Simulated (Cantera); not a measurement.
Cantera run, input and output.

```python
import numpy as np
import cantera as ct

gas = ct.Solution("gri30.yaml")
gas.TPX = 1075, 1333, {'H2': 0.012, 'O2': 1}
reactor = ct.IdealGasConstPressureReactor(gas, energy="off", clone=False)
net = ct.ReactorNet([reactor])
net.rtol, net.atol = 1e-08, 1e-18
show = ['H2', 'O2', 'HO2', 'H', 'OH', 'O', 'H2O']
times = np.geomspace(1e-05, 2, 10)

steps = ct.SolutionArray(gas, extra=["t"])
rows = []
print(f"{'t/s':>10s}{'T/K':>9s}{'P/Pa':>11s}" + "".join(f"{s:>11s}" for s in show))
for t in times:
    while net.time < t:
        t_next = net.step()
        steps.append(gas.state, t=t_next)
    rows.append([np.interp(t, steps.t, y) for y in (steps.T, steps.P, *steps(*show).X.T)])
    print(f"{t:10.3e}{rows[-1][0]:9.1f}{rows[-1][1]:11.4g}" + "".join(f"{x:11.3e}" for x in rows[-1][2:]))
rate = np.gradient(steps.T, steps.t)
print("integrator steps:", len(steps.t))
if steps.T.max() > steps.T[0] + 200:
    print(f"time of steepest temperature rise: {steps.t[rate.argmax()]:.4e} s")
gas.TPX = 1075, 1333, {'H2': 0.012, 'O2': 1}
gas.equilibrate("TP")
print(f"equilibrium (TP): T = {gas.T:.1f} K  " + "  ".join(f"{s} {gas[s].X[0]:.3e}" for s in show))
```

Output:

```
       t/s      T/K       P/Pa         H2         O2        HO2          H         OH          O        H2O
 1.000e-05   1075.0       1333  1.186e-02  9.881e-01  7.657e-12  7.199e-12  4.539e-13  4.566e-13  4.477e-15
 3.882e-05   1075.0       1333  1.186e-02  9.881e-01  2.975e-11  2.378e-11  5.980e-12  6.123e-12  2.352e-13
 1.507e-04   1075.0       1333  1.186e-02  9.881e-01  1.157e-10  5.957e-11  5.940e-11  6.522e-11  9.906e-12
 5.848e-04   1075.0       1333  1.186e-02  9.881e-01  4.517e-10  1.616e-10  4.245e-10  5.749e-10  2.930e-10
 2.270e-03   1075.0       1333  1.186e-02  9.881e-01  1.853e-09  2.295e-09  8.186e-09  1.360e-08  1.427e-08
 8.811e-03   1075.0       1333  1.155e-02  9.879e-01  1.190e-06  3.336e-05  1.135e-04  1.953e-04  2.311e-04
 3.420e-02   1075.0       1333  5.451e-05  9.805e-01  1.652e-06  5.381e-04  5.311e-04  7.096e-03  1.129e-02
 1.327e-01   1075.0       1333  2.114e-05  9.851e-01  1.103e-06  1.320e-04  3.319e-04  2.798e-03  1.166e-02
 5.153e-01   1075.0       1333  3.310e-06  9.876e-01  4.285e-07  8.437e-06  1.329e-04  4.479e-04  1.185e-02
 2.000e+00   1075.0       1333  3.054e-07  9.880e-01  9.393e-08  2.528e-07  4.142e-05  4.307e-05  1.191e-02
integrator steps: 1192
equilibrium (TP): T = 1075.0 K  H2 7.331e-11  O2 9.881e-01  HO2 1.066e-09  H 1.095e-12  OH 6.753e-07  O 1.137e-08  H2O 1.193e-02
```

Cantera simulation using GRI-Mech 3.0 (53 species, 325 reactions); the numbers are that mechanism's predictions, not measurements. Radical loss at walls, strong at low pressure, is not modelled.
